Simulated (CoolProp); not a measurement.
Vapour-liquid equilibrium of dimethyl ether (1) + R236FA (2) at 302.9 K; x and y are mole fractions of (1).

Model: multi-fluid Helmholtz-energy mixture model, Wu 2011 and Pan 2012; pair parameters Bell 2016, in CoolProp.

```json
[
 {"x": "0.05", "bubble pressure (MPa)": "0.3197", "y at the bubble point": "0.056", "dew pressure at overall composition x (MPa)": "0.3195", "liquid density (mol/L)": "9.041"},
 {"x": "0.2", "bubble pressure (MPa)": "0.3313", "y at the bubble point": "0.242", "dew pressure at overall composition x (MPa)": "0.3279", "liquid density (mol/L)": "(withheld)"},
 {"x": "0.35", "bubble pressure (MPa)": "(withheld)", "y at the bubble point": "0.448", "dew pressure at overall composition x (MPa)": "0.3424", "liquid density (mol/L)": "10.40"},
 {"x": "0.5", "bubble pressure (MPa)": "0.3998", "y at the bubble point": "0.647", "dew pressure at overall composition x (MPa)": "0.3652", "liquid density (mol/L)": "11.17"},
 {"x": "0.65", "bubble pressure (MPa)": "0.4653", "y at the bubble point": "(withheld)", "dew pressure at overall composition x (MPa)": "(withheld)", "liquid density (mol/L)": "12.00"},
 {"x": "0.8", "bubble pressure (MPa)": "(withheld)", "y at the bubble point": "0.921", "dew pressure at overall composition x (MPa)": "0.4603", "liquid density (mol/L)": "(withheld)"},
 {"x": "0.95", "bubble pressure (MPa)": "(withheld)", "y at the bubble point": "0.986", "dew pressure at overall composition x (MPa)": "0.5853", "liquid density (mol/L)": "13.85"}
]
```

Question: Fill in the missing entries.

Answer: 
- 0.2, liquid density (mol/L): 9.692
- 0.35, bubble pressure (MPa): 0.3561
- 0.65, y at the bubble point: 0.809
- 0.65, dew pressure at overall composition x (MPa): 0.4007
- 0.8, bubble pressure (MPa): 0.5504
- 0.8, liquid density (mol/L): 12.89
- 0.95, bubble pressure (MPa): 0.6447

No azeotrope shows between x = 0.05 and 0.95.

Pair parameters are fitted to limited data, so mixtures are less certain than the pure fluids.
